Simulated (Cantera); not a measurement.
A closed system holds: 1 mol Nb₂O₅, 0.7 mol H₂, at 1448.15 K and 0.120 bar.

Method: chemical equilibrium by Gibbs-energy minimisation in Cantera with the NASA 1993 tables (ideal gas, pure condensed phases). Candidate condensed phases: H₂O, Nb, NbO, NbO₂, Nb₂O₅; 12 gas species. Mutual solubility and eutectic melting of coexisting phases are not modelled. Condensed phases not in the tables: the oxides between NbO₂ and Nb₂O₅. Rates play no part.

Base state: H₂ 0.929, H₂O 0.0710, H 2.57e-5 (mole fractions); condensed: NbO₂(s) + Nb₂O₅(s).

### Question
What changes in the equilibrium state with this change: temperature from 1448.15 K to 1775 K?

### Answer
```json
[
 {"species": "H₂", "before": "0.929", "after": "0.808"},
 {"species": "H₂O", "before": "0.0710", "after": "0.191"},
 {"species": "H", "before": "2.57e-5", "after": "0.000751"},
 {"species": "OH", "before": "4.67e-8", "after": "1.10e-5"},
 {"species": "NbO₂(s), mol", "before": "0.0993", "after": "0.267"},
 {"species": "Nb₂O₅(s), mol", "before": "0.950", "after": "0.866"}
]
```
